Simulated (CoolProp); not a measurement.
Model: reference Helmholtz-energy equation of state, Thol 2019, in CoolProp.

**Question.** For tetradecamethylhexasiloxane (MD4M), give the phase and the Joule-Thomson coefficient (K/MPa), isothermal compressibility (1/MPa), expansivity (1/kK), fugacity coefficient at 620 K and 1.04 MPa; 620 K and 1.73 MPa.

**Answer.** 
- 620 K and 1.04 MPa: liquid; Joule-Thomson coefficient 1.32, isothermal compressibility 0.0737, expansivity 4.24, fugacity coefficient 0.379
- 620 K and 1.73 MPa: liquid; Joule-Thomson coefficient 0.765, isothermal compressibility 0.0473, expansivity 3.16, fugacity coefficient 0.256
